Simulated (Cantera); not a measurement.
What does this Cantera script print?

```python
import numpy as np
import cantera as ct

gas_names = """
    Fe H H2 H2S S SH S2 S8
""".split()
cond_names = """
    Fe(a) Fe(c) Fe(d) Fe(L) FeS(a) FeS(b) FeS(c) FeS(L) FeS2(s) S(cr1) S(cr2) S(L)
""".split()


# ... load() reads the species with a 1 bar reference pressure and builds the phases ...
atoms = {
    'FeS': {'Fe': 1, 'S': 1},
    'H2': {'H': 2},
}
top_T = {'FeS2(s)': 1010}  # K; cautious upper limits of use, not melting points


# ... equilibrate(T, P, feed) seeds the gas with the atoms and calls Mixture.equilibrate('TP', solver="vcs", rtol=1e-11, max_steps=5000) ...
results = []
T = 1423.15  # K
P = 330000  # Pa
for m in [20, 35, 49, 63, 78, 92, 110]:
    feed = {'FeS': 1, 'H2': m}  # mol
    mix = equilibrate(T, P, feed)
    results.append((T, P, feed, dict(zip(mix.species_names, mix.species_moles))))
    x = sorted(zip(gas.X, gas.species_names), reverse=True)
    print(f"T = {T:g} K  P = {P:g} Pa  n(H2) = {m:g} mol  gas = {mix.phase_moles(0):.4g} mol")
    print("   x: " + "  ".join(f"{s} {v:.3e}" for v, s in x if v > 1e-05))
    print("   condensed (mol): " + ("  ".join(f"{mix.phase(i).name} {mix.phase_moles(i):.4g}"
          for i in range(1, mix.n_phases) if mix.phase_moles(i) > 1e-12) or "none"))
```

Output:

```
T = 1423.15 K  P = 330000 Pa  n(H2) = 20 mol  gas = 20 mol
   x: H2 9.881e-01  H2S 1.187e-02  SH 1.436e-05
   condensed (mol): Fe(c) 0.2378  FeS(c) 0.7622
T = 1423.15 K  P = 330000 Pa  n(H2) = 35 mol  gas = 35 mol
   x: H2 9.881e-01  H2S 1.187e-02  SH 1.436e-05
   condensed (mol): Fe(c) 0.4161  FeS(c) 0.5839
T = 1423.15 K  P = 330000 Pa  n(H2) = 49 mol  gas = 49 mol
   x: H2 9.881e-01  H2S 1.187e-02  SH 1.436e-05
   condensed (mol): Fe(c) 0.5826  FeS(c) 0.4174
T = 1423.15 K  P = 330000 Pa  n(H2) = 63 mol  gas = 63 mol
   x: H2 9.881e-01  H2S 1.187e-02  SH 1.436e-05
   condensed (mol): Fe(c) 0.749  FeS(c) 0.251
T = 1423.15 K  P = 330000 Pa  n(H2) = 78 mol  gas = 78 mol
   x: H2 9.881e-01  H2S 1.187e-02  SH 1.436e-05
   condensed (mol): Fe(c) 0.9274  FeS(c) 0.07262
T = 1423.15 K  P = 330000 Pa  n(H2) = 92 mol  gas = 92 mol
   x: H2 9.891e-01  H2S 1.085e-02  SH 1.312e-05
   condensed (mol): Fe(c) 1
T = 1423.15 K  P = 330000 Pa  n(H2) = 110 mol  gas = 110 mol
   x: H2 9.909e-01  H2S 9.078e-03  SH 1.096e-05
   condensed (mol): Fe(c) 1
```

Method: chemical equilibrium by Gibbs-energy minimisation in Cantera with the NASA 1993 tables (ideal gas, pure condensed phases). Metal and sulfide melt together well below either melting point, which pure phases cannot show. Mutual solubility and eutectic melting of coexisting phases are not modelled. FeS: taken at fixed stoichiometry.
